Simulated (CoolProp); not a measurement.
Properties of R507A along the isobar 17900 kPa (Tc = 70.6 °C, pc = 3705 kPa, ω = 0.286).

The numbers come from the reference Helmholtz-energy equation of state, Lemmon 2003 in CoolProp. It is a pseudo-pure fit of the blend.

| T (°C) | phase | density (kg/m³) | Prandtl number |
|---|---|---|---|
| -18.15 | liquid | 1286 | 4.23 |
| 5.75 | liquid | 1220 | 3.60 |
| 29.75 | liquid | 1151 | 3.11 |
| 53.65 | liquid | 1077 | 2.75 |
| 77.65 | supercritical | 998.3 | 2.50 |
| 101.55 | supercritical | 914.3 | 2.32 |
| 125.45 | supercritical | 826.6 | 2.16 |
| 149.45 | supercritical | 739.1 | 2.00 |
| 173.35 | supercritical | 658.1 | 1.81 |

Viscosity comes from a separate model (Geller 2000). Thermal conductivity comes from a separate model (Geller 2001).
